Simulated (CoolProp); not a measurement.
The numbers come from the reference Helmholtz-energy equation of state, Lemmon 2006 in CoolProp. It is a short technical equation, of lower accuracy than the large ones.

Q: For toluene, give the phase and the cp (kJ/(kg K)), speed of sound (m/s), fugacity coefficient at 273.05 °C and 5.88 bar; 208.45 °C and 135 bar.

A: 
- 273.05 °C and 5.88 bar: gas; cp 2.04, speed of sound 212, fugacity coefficient 0.933
- 208.45 °C and 135 bar: liquid; cp 2.31, speed of sound 747, fugacity coefficient 0.0835
